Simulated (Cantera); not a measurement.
Premixed flame

A freely propagating, adiabatic, planar premixed flame of 26.8 % H₂, 14.4 % O₂, 58.9 % N₂, unburnt at 575 K and 460000 Pa; mixture-averaged transport, grid criteria slope 0.08 and curve 0.16, no radiation.

Model: the H2/O2 subset of GRI-Mech 3.0, which has no nitrogen chemistry, integrated in Cantera. The hydrogen kinetics of GRI-Mech 3.0 are dated; newer H2 mechanisms differ, most at raised pressure. Burning velocities carry a grid error of a few per cent, more on coarse grids.

```
z (mm)   T (K)  u (m/s)    x H₂    x O₂      x H      x OH   x H₂O₂     x HO₂
-------  -----  -------  ------  ------  -------  --------  -------  --------
-0.197     575     5.32   0.268   0.144    <1e-8     <1e-8    <1e-8     <1e-8
-0.132     575     5.32   0.267   0.144    <1e-8     <1e-8    <1e-8     <1e-8
-0.0987    575     5.32   0.267   0.144    <1e-8     <1e-8    <1e-8   2.70e-8
-0.0658    576     5.31   0.266   0.144    <1e-8     <1e-8  5.00e-8   1.62e-6
-0.0329    617     5.58   0.248   0.146  3.46e-5   3.29e-5  1.76e-5  0.000422
-0.0164    895     7.81   0.202   0.139  0.00236  0.000987  7.48e-5  0.000710
0         1350     11.4   0.126   0.104   0.0142   0.00347  2.34e-5  0.000333
0.0164    1674     14.0  0.0645  0.0594   0.0243   0.00884  5.13e-6  0.000157
0.0329    1850     15.4  0.0402  0.0382   0.0242    0.0130  3.07e-6   8.52e-5
0.0658    2027     16.8  0.0296  0.0276   0.0173    0.0155  1.81e-6   4.61e-5
0.132     2181     17.9  0.0235  0.0230  0.00999    0.0151  1.18e-6   2.61e-5
0.263     2303     18.7  0.0170  0.0194  0.00499    0.0131  8.42e-7   1.41e-5
0.526     2385     19.3  0.0112  0.0169  0.00233    0.0106  6.41e-7   8.02e-6
```
x: mole fraction of selected species; z is measured from the peak of heat release.

```json
{
 "laminar_burning_velocity": "532 cm/s",
 "thermal_thickness": "0.0658 mm",
 "peak x(H)": "0.0251",
 "peak x(OH)": "0.0156",
 "peak x(H₂O₂)": "7.49e-5",
 "peak x(HO₂)": "0.000859"
}
```
